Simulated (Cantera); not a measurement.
Silicon carbide growth: SiHCl3 + C2H2 + H2

Feed: 1 mol SiHCl3, 0.17 mol C2H2, 18 mol H2, at 100000 Pa.

Method: chemical equilibrium by Gibbs-energy minimisation in Cantera with the NASA 1993 tables (ideal gas, pure condensed phases). Candidate condensed phases: C, C6H6, C7H8, C8H18, Si, SiC; 109 gas species. Mutual solubility and eutectic melting of coexisting phases are not modelled. The tables' values for SiCl, SiCl3 are old estimates; treat these amounts as uncertain. Gases not in the tables: Si2H6 and higher silanes. Equilibrium is a limit: real reactors are often held back by kinetics, nucleation or transport.

```csv
T (K),x H2,x HCl,x SiCl2,x H,x Si,x SiCl,x Cl,n Si(l),n SiC(s)
2023,0.876,0.0967,0.0249,0.00178,5.69e-5,0.000157,0.000146,0.138,0.339
2073,0.874,0.0981,0.0242,0.00246,9.97e-5,0.000221,0.000204,0.150,0.339
2123,0.872,0.0993,0.0236,0.00335,0.000170,0.000307,0.000280,0.159,0.339
2173,0.870,0.100,0.0230,0.00450,0.000283,0.000420,0.000379,0.167,0.338
2223,0.868,0.101,0.0224,0.00597,0.000460,0.000565,0.000506,0.171,0.338
2273,0.865,0.102,0.0217,0.00781,0.000731,0.000750,0.000667,0.172,0.336
2323,0.862,0.103,0.0211,0.0101,0.00114,0.000982,0.000868,0.168,0.333
```
x: gas mole fraction; n: condensed amount in mol.

From 2023 K to 2323 K the condensed part is Si(l) + SiC(s). The main Si-bearing gas is SiCl2 throughout. The share of Si in condensed phases is highest at 2223 K (50.9 %) and lowest at 2023 K (47.7 %).
